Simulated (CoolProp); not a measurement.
The numbers come from the reference Helmholtz-energy equation of state, Tillner-Roth 1997 in CoolProp.

### Question
For CH2F2 (R32), give the phase and the Z, cv (kJ/(kg K)), speed of sound (m/s), Joule-Thomson coefficient (K/MPa) at 69.95 °C and 7.91 MPa; 150.35 °C and 7.91 MPa.

### Answer
- 69.95 °C and 7.91 MPa: liquid; Z 0.185, cv 1.02, speed of sound 365, Joule-Thomson coefficient 1.06
- 150.35 °C and 7.91 MPa: supercritical; Z 0.714, cv 1.01, speed of sound 239, Joule-Thomson coefficient 6.85
